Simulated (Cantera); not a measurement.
Cantera run:

```python
import numpy as np
import cantera as ct

gas_names = """
    CF2
""".split()
cond_names = """
    CuF2(s) CuF2(L) C(gr) Cu(cr) Cu(L)
""".split()


def load(file, names, dense=False):
    # The tables refer to 1 bar. Condensed volumes are neglected.
    table = {s.name: s for s in ct.Species.list_from_file(file)}
    out = []
    for n in names:
        d = dict(table[n].input_data)
        d["thermo"] = dict(d["thermo"], **{"reference-pressure": 1e5})
        if dense:
            d["equation-of-state"] = {"model": "constant-volume", "density": "1e6 g/cm^3"}
        out.append(ct.Species.from_dict(d))
    return out


species = {s.name: s for s in load("nasa_gas.yaml", gas_names) + load("nasa_condensed.yaml", cond_names)}
# Each term lists the table entries of one substance; the one whose range holds T is used.
reactions = {
    'CuF2 + C = Cu + CF2(g)':
        [(-1, ['CuF2(s)', 'CuF2(L)']), (-1, ['C(gr)']), (1, ['Cu(cr)', 'Cu(L)']), (1, ['CF2'])],
}


def pick(names, T):
    return next(species[n] for n in names if species[n].thermo.min_temp <= T <= species[n].thermo.max_temp)


results = []
for label, terms in reactions.items():
    print(label)
    print("     T/K   dH/kJ  dS/(J/K)   dG/kJ   log10 K")
    for T in [300, 650, 675, 700, 725, 750]:
        used = [(nu, pick(names, T)) for nu, names in terms]
        dH = sum(nu * s.thermo.h(T) for nu, s in used) / 1e6
        dS = sum(nu * s.thermo.s(T) for nu, s in used) / 1e3
        dG = dH - T * dS / 1e3
        logK = -dG * 1e6 / (ct.gas_constant * T * np.log(10))
        results.append((label, T, dH, dS, dG, logK, [s.name for _, s in used]))
        print(f"{T:8g} {dH:8.1f} {dS:8.1f} {dG:8.1f} {logK:8.2f}")
```

Result:

```
CuF2 + C = Cu + CF2(g)
     T/K   dH/kJ  dS/(J/K)   dG/kJ   log10 K
     300    356.9    190.7    299.7   -52.18
     650    350.4    177.1    235.3   -18.91
     675    349.8    176.2    230.9   -17.86
     700    349.2    175.3    226.5   -16.90
     725    348.5    174.4    222.1   -16.00
     750    347.9    173.5    217.7   -15.16
```

Source: NASA polynomial tables (part measured, part estimated), evaluated in Cantera. Condensed species are held in their standard states even where they would react or evaporate.
